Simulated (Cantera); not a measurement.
Input (Python, Cantera) and output of one run.

```python
import numpy as np
import cantera as ct

gas_names = """
    C CH CH2 CH3 CH2OH CH3O CH4 CH3OH CO CO2 COOH C2 C2H CHCO,ketyl C2H2,acetylene C2H2,vinylidene
    CH2CO,ketene C2H3,vinyl CH3CO,acetyl C2H4 C2H4O,ethylen CH3CHO,ethanal CH3COOH (HCOOH)2 C2H5 C2H6
    CH3OCH3 C2H5OH C2O C3 C3H3,propargyl C3H4,allene C3H4,propyne C3H4,cyclo- C3H5,allyl C3H6,propylene
    C3H6,cyclo- C3H6O C3H7,n-propyl C3H7,i-propyl C3H8 C3H8O,1propanol C3H8O,2propanol C3O2 C4 C4H2
    C4H4,1,3-cyclo- C4H6,butadiene C4H6,2-butyne C4H6,cyclo- C4H8,1-butene C4H8,cis2-buten
    C4H8,tr2-butene C4H8,isobutene C4H8,cyclo- (CH3COOH)2 C4H9,n-butyl C4H9,i-butyl C4H9,s-butyl
    C4H9,t-butyl C4H10,isobutane C4H10,n-butane C5 C5H6,1,3cyclo- C5H8,cyclo- C5H10,1-pentene
    C5H10,cyclo- C5H11,pentyl C5H11,t-pentyl C5H12,n-pentane C5H12,i-pentane CH3C(CH3)2CH3 C6H2
    C6H5,phenyl C6H5O,phenoxy C6H6 C6H5OH,phenol C6H10,cyclo- C6H12,1-hexene C6H12,cyclo- C6H13,n-hexyl
    C7H7,benzyl C7H8 C7H8O,cresol C7H14,1-heptene C7H15,n-heptyl C7H16,n-heptane C8H8,styrene
    C8H10,ethylbenz C8H16,1-octene C8H17,n-octyl C8H18,isooctane C8H18,n-octane C9H19,n-nonyl
    C10H8,naphthale C10H21,n-decyl C12H9,o-bipheny C12H10,bipheny H HCO HO2 H2 HCHO,formaldehy HCOOH H2O
    H2O2 O OH O2 O3 Si SiC SiC2 SiC4H12 SiH SiH2 SiH3 SiH4 SiO SiO2 Si2 Si2C Si3
""".split()
cond_names = """
    C(gr) C6H6(L) C7H8(L) C8H18(L),n-octa H2O(s) H2O(L) Si(cr) Si(L) SiC(b) SiO2(Lqz) SiO2(hqz) SiO2(L)
""".split()


def load(file, names, dense=False):
    # The tables refer to 1 bar. Condensed volumes are neglected.
    table = {s.name: s for s in ct.Species.list_from_file(file)}
    out = []
    for n in names:
        d = dict(table[n].input_data)
        d["thermo"] = dict(d["thermo"], **{"reference-pressure": 1e5})
        if dense:
            d["equation-of-state"] = {"model": "constant-volume", "density": "1e6 g/cm^3"}
        out.append(ct.Species.from_dict(d))
    return out


gas = ct.Solution(thermo="ideal-gas", species=load("nasa_gas.yaml", gas_names))
cond = {s.name: ct.Solution(thermo="fixed-stoichiometry", species=[s], name=s.name)
        for s in load("nasa_condensed.yaml", cond_names, dense=True)}
atoms = {
    'SiC': {'Si': 1, 'C': 1},
    'O2': {'O': 2},
    'H2': {'H': 2},
}
top_T = {'C(gr)': 4500, 'SiC(b)': 3050}  # K; cautious upper limits of use, not melting points


def equilibrate(T, P, feed):
    n = {}
    for name, mol in feed.items():
        for a, k in atoms[name].items():
            n[a] = n.get(a, 0.0) + k * mol
    gas.TPX = T, P, n
    mass = sum(n.values()) * gas.mean_molecular_weight
    gas.equilibrate("TP")
    valid = [c for c in cond.values() if c.min_temp <= T <= top_T.get(c.name, c.max_temp)]
    mix = ct.Mixture([(gas, mass / gas.mean_molecular_weight)] + [(c, 0.0) for c in valid])
    mix.T, mix.P = T, P
    mix.equilibrate("TP", solver="vcs", rtol=1e-11, max_steps=5000)
    return mix


results = []
feed = {'SiC': 1, 'O2': 0.0019, 'H2': 16}  # mol
T = 1225  # K
P = 13332.2  # Pa
mix = equilibrate(T, P, feed)
results.append((T, P, feed, dict(zip(mix.species_names, mix.species_moles))))
print(gas.report(threshold=1e-06))
for i in range(1, mix.n_phases):
    print(f"{mix.phase(i).name:16s} {mix.phase_moles(i):12.5e} mol")
```

It prints:

```
       temperature   1225 K
          pressure   13332 Pa
           density   0.0026412 kg/m^3
  mean mol. weight   2.0178 kg/kmol
   phase of matter   gas

                          1 kg             1 kmol
                     ---------------   ---------------
          enthalpy        1.3671e+07        2.7586e+07  J
   internal energy        8.6234e+06          1.74e+07  J
           entropy             93783        1.8923e+05  J/K
    Gibbs function       -1.0121e+08       -2.0423e+08  J
 heat capacity c_p             15465             31206  J/K
 heat capacity c_v             11345             22891  J/K

                      mass frac. Y      mole frac. X     chem. pot. / RT
                     ---------------   ---------------   ---------------
               CH4        0.00081917        0.00010303           -44.763
                CO         0.0001502         1.082e-05           -50.458
                H2           0.99899           0.99988           -20.048
               SiO        3.2426e-05        1.4842e-06           -53.299
     [ +119 minor]        4.8136e-06        1.3418e-06

C(gr)             0.00000e+00 mol
Si(cr)            0.00000e+00 mol
SiC(b)            9.98178e-01 mol
SiO2(hqz)         1.79772e-03 mol
```

Equilibrium computed with Cantera from the NASA thermochemical tables; the gas is ideal and each condensed phase is pure. Mutual solubility and eutectic melting of coexisting phases are not modelled. The tables hold silica as quartz up to 1696 K and as liquid above; real silica turns to tridymite and cristobalite and melts near 1996 K.
